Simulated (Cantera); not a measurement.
Charge: 1 mol C2H5OH, 2 mol O2, a varied amount of H2, at 3000 K and 7400000 Pa.

Cantera equilibrium calculation (NASA polynomials, part measured and part estimated; ideal gas, pure solids and liquids). Candidate condensed phases: C, C6H6, C7H8, C8H18, H2O; 110 gas species. The ideal-gas law is rough above about 30 bar. Rates play no part.

At 10 mol H2, list the 4 most abundant gas species with their mole fractions, and the condensed phases.

H2 0.659, H2O 0.192, CO 0.127, H 0.0149. Condensed: gas only.
